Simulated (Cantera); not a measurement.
An isothermal, constant-pressure homogeneous reactor starts with 14.1 % CH4, 84.8 % H2, 1.10 % H2O, at 1750 K and 100.0 Torr.

Computed with Cantera and GRI-Mech 3.0 (53 species, 325 reactions). GRI-Mech 3.0 stops at C3 and has no aromatics, soot or wall deposition, so with more carbon than oxygen in the feed, carbon stays in small species such as C2H2 where larger ones or solid carbon would form.

x: mole fraction; the columns are a selection and need not sum to one.

```tsv
t (s)	x CH4	x H2	x C2H	x CH3	x C2H6
3.00e-6	0.141	0.848	<1e-12	3.33e-6	4.31e-12
1.05e-5	0.141	0.848	<1e-12	1.28e-5	2.47e-10
3.67e-5	0.141	0.848	<1e-12	4.59e-5	1.15e-8
0.000128	0.141	0.848	<1e-12	0.000161	4.21e-7
0.000448	0.141	0.848	1.61e-12	0.000539	9.26e-6
0.00157	0.138	0.848	7.97e-10	0.00130	5.56e-5
0.00548	0.127	0.855	[?]	0.00137	5.93e-5
0.0191	0.0979	0.871	6.93e-8	0.00109	3.69e-5
0.0669	0.0527	0.898	1.59e-7	0.000630	1.18e-5
0.234	0.0191	0.917	2.37e-7	0.000245	1.73e-6
0.818	0.00647	0.925	2.67e-7	8.64e-5	2.27e-7
2.86	[?]	0.929	2.65e-7	[?]	[?]
10.0	0.00250	0.932	2.58e-7	3.36e-5	5.07e-8
```

### Question
What belongs in the gaps?

### Answer

- 0.00548, x C2H: 1.74e-8
- 2.86, x CH4: 0.00356
- 2.86, x CH3: 4.78e-5
- 2.86, x C2H6: 8.31e-8
